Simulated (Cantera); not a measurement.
An adiabatic, constant-pressure homogeneous reactor starts with H2 : O2 : N2 : H2O = 1 : 0.617 : 2.32 : 0.21 (molar parts), at 1175 K and 17300 Torr. Integrator tolerance rtol = 1e-08.

Computed with Cantera and the H2/O2 subset of GRI-Mech 3.0, which has no nitrogen chemistry. The hydrogen kinetics of GRI-Mech 3.0 are dated; newer H2 mechanisms differ, most at raised pressure. The pressure lies above the range GRI-Mech 3.0 was tuned for (to about 10 atm).

What does this change do: initial temperature 1175 to 1500 K?


```json
[
 {"quantity": "time of steepest temperature rise", "before": "0.250 ms", "after": "1.36 µs"},
 {"quantity": "temperature at 4.00 s", "before": "2733 K", "after": "2931 K"},
 {"quantity": "equilibrium temperature", "before": "2733 K", "after": "2931 K"},
 {"quantity": "x(H2) at 4.00 s", "before": "0.00630 (gas-phase equilibrium 0.00630)", "after": "0.0126 (gas-phase equilibrium 0.0126)"},
 {"quantity": "x(O2) at 4.00 s", "before": "0.0309 (gas-phase equilibrium 0.0309)", "after": "0.0313 (gas-phase equilibrium 0.0313)"},
 {"quantity": "x(H2O) at 4.00 s", "before": "0.315 (gas-phase equilibrium 0.315)", "after": "0.301 (gas-phase equilibrium 0.301)"},
 {"quantity": "x(H) at 4.00 s", "before": "0.00107 (gas-phase equilibrium 0.00107)", "after": "0.00299 (gas-phase equilibrium 0.00299)"},
 {"quantity": "x(OH) at 4.00 s", "before": "0.0142 (gas-phase equilibrium 0.0142)", "after": "0.0225 (gas-phase equilibrium 0.0225)"},
 {"quantity": "x(H2O2) at 4.00 s", "before": "2.97e-6 (gas-phase equilibrium 2.97e-6)", "after": "3.98e-6 (gas-phase equilibrium 3.98e-6)"},
 {"quantity": "x(O) at 4.00 s", "before": "0.00153 (gas-phase equilibrium 0.00153)", "after": "0.00330 (gas-phase equilibrium 0.00330)"}
]
```
